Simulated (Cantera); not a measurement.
Input (Python, Cantera):

```python
import numpy as np
import cantera as ct

gas = ct.Solution("gri30.yaml")
gas.TPX = 500, 100000, {'CO': 1, 'H2': 0.59, 'CH4': 0.035, 'O2': 1.14, 'N2': 4.28}
inlet = ct.Reservoir(gas, clone=True)
gas.equilibrate("HP")  # start burning
reactor = ct.IdealGasConstPressureReactor(gas, energy="on", clone=False)
exhaust = ct.Reservoir(gas, clone=True)
tau = [0.073, 0.033, 0.015, 0.0069, 0.0031, 0.0014, 0.00065, 0.0003, 0.00013, 6.1e-05, 2.8e-05, 1.3e-05][0]
for a, b in ((inlet, reactor), (reactor, exhaust)):
    ct.MassFlowController(a, b, mdot=lambda t: reactor.mass / tau)
net = ct.ReactorNet([reactor])
show = ['CO', 'H2', 'CH4', 'CO2', 'H', 'C2H6', 'O2']

rows = []
print(f"{'tau/s':>10s}{'T/K':>9s}" + "".join(f"{s:>11s}" for s in show))
for tau in [0.073, 0.033, 0.015, 0.0069, 0.0031, 0.0014, 0.00065, 0.0003, 0.00013, 6.1e-05, 2.8e-05, 1.3e-05]:
    net.initial_time = 0.0
    net.advance(30 * tau)
    before = gas.X
    net.advance(40 * tau)
    drift = np.max(np.abs(gas.X - before) / (gas.X + 1e-9))
    rows.append([gas.T, *gas[show].X, drift])
    print(f"{tau:10.3e}{gas.T:9.1f}" + "".join(f"{x:11.3e}" for x in gas[show].X))
```

Output:

```
     tau/s      T/K         CO         H2        CH4        CO2          H       C2H6         O2
 7.300e-02   2263.8  9.152e-03  1.075e-03  1.811e-07  1.553e-01  3.518e-04  2.664e-15  4.570e-02
 3.300e-02   2248.3  1.093e-02  1.294e-03  3.523e-07  1.533e-01  4.756e-04  9.583e-15  4.694e-02
 1.500e-02   2217.5  1.412e-02  1.709e-03  6.414e-07  1.497e-01  7.519e-04  2.934e-14  4.862e-02
 6.900e-03   2167.8  1.890e-02  2.379e-03  1.111e-06  1.442e-01  1.319e-03  7.873e-14  5.085e-02
 3.100e-03   2096.6  2.519e-02  3.354e-03  1.957e-06  1.370e-01  2.421e-03  2.116e-13  5.368e-02
 1.400e-03   2007.3  3.223e-02  4.574e-03  3.546e-06  1.289e-01  4.319e-03  5.966e-13  5.686e-02
 6.500e-04   1904.4  3.939e-02  5.916e-03  6.653e-06  1.204e-01  7.209e-03  1.828e-12  6.025e-02
 3.000e-04   1782.9  4.732e-02  7.308e-03  1.373e-05  1.110e-01  1.131e-02  6.942e-12  6.434e-02
 1.300e-04   1623.4  5.989e-02  8.742e-03  3.659e-05  9.657e-02  1.613e-02  4.612e-11  7.146e-02
 6.100e-05   1415.9  8.663e-02  1.161e-02  1.509e-04  6.755e-02  1.624e-02  8.683e-10  8.781e-02
 2.800e-05    500.0  1.419e-01  8.375e-02  4.968e-03  2.965e-15  3.802e-22  1.241e-19  1.618e-01
 1.300e-05    500.0  1.419e-01  8.375e-02  4.968e-03  1.091e-16  1.193e-22  4.567e-21  1.618e-01
```

Detailed kinetics in Cantera: GRI-Mech 3.0 (53 species, 325 reactions).
